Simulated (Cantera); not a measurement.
An adiabatic, constant-pressure homogeneous reactor starts with H2 : O2 : N2 = 1 : 0.263 : 0.989 (molar parts), equivalence ratio 1.9, at 1325 K and 1.58 atm. Integrator tolerance rtol = 1e-08.

Detailed kinetics in Cantera: GRI-Mech 3.0 (53 species, 325 reactions).

### Question
What does this change do: O2 0.263 to 0.11 parts?

### Answer
```tsv
quantity	before	after
time of steepest temperature rise	17.3 µs	33.9 µs
temperature at 0.200 s	2756 K	2083 K
equilibrium temperature	2756 K	2083 K
x(H2) at 0.200 s	0.227 (gas-phase equilibrium 0.227)	0.391 (gas-phase equilibrium 0.391)
x(O2) at 0.200 s	0.000258 (gas-phase equilibrium 0.000258)	1.41e-8 (gas-phase equilibrium 1.41e-8)
x(H2O) at 0.200 s	0.250 (gas-phase equilibrium 0.250)	0.110 (gas-phase equilibrium 0.110)
x(O) at 0.200 s	0.000581 (gas-phase equilibrium 0.000581)	1.17e-7 (gas-phase equilibrium 1.17e-7)
x(N2O) at 0.200 s	5.32e-8 (gas-phase equilibrium 5.32e-8)	9.67e-11 (gas-phase equilibrium 1.11e-10)
x(HO2) at 0.200 s	3.04e-7 (gas-phase equilibrium 3.04e-7)	1.93e-11 (gas-phase equilibrium 1.93e-11)
x(OH) at 0.200 s	0.00787 (gas-phase equilibrium 0.00787)	4.56e-5 (gas-phase equilibrium 4.56e-5)
```

### Question
What does this change do: initial temperature 1325 to 975 K?

### Answer
```json
[
 {"quantity": "time of steepest temperature rise", "before": "17.3 µs", "after": "9.49 ms"},
 {"quantity": "temperature at 0.200 s", "before": "2756 K", "after": "2570 K"},
 {"quantity": "equilibrium temperature", "before": "2756 K", "after": "2570 K"},
 {"quantity": "x(H2) at 0.200 s", "before": "0.227 (gas-phase equilibrium 0.227)", "after": "0.232 (gas-phase equilibrium 0.232)"},
 {"quantity": "x(O2) at 0.200 s", "before": "0.000258 (gas-phase equilibrium 0.000258)", "after": "5.35e-5 (gas-phase equilibrium 5.35e-5)"},
 {"quantity": "x(H2O) at 0.200 s", "before": "0.250 (gas-phase equilibrium 0.250)", "after": "0.258 (gas-phase equilibrium 0.258)"},
 {"quantity": "x(O) at 0.200 s", "before": "0.000581 (gas-phase equilibrium 0.000581)", "after": "0.000118 (gas-phase equilibrium 0.000118)"},
 {"quantity": "x(N2O) at 0.200 s", "before": "5.32e-8 (gas-phase equilibrium 5.32e-8)", "after": "1.82e-8 (gas-phase equilibrium 1.82e-8)"},
 {"quantity": "x(HO2) at 0.200 s", "before": "3.04e-7 (gas-phase equilibrium 3.04e-7)", "after": "6.21e-8 (gas-phase equilibrium 6.21e-8)"},
 {"quantity": "x(OH) at 0.200 s", "before": "0.00787 (gas-phase equilibrium 0.00787)", "after": "0.00323 (gas-phase equilibrium 0.00323)"}
]
```
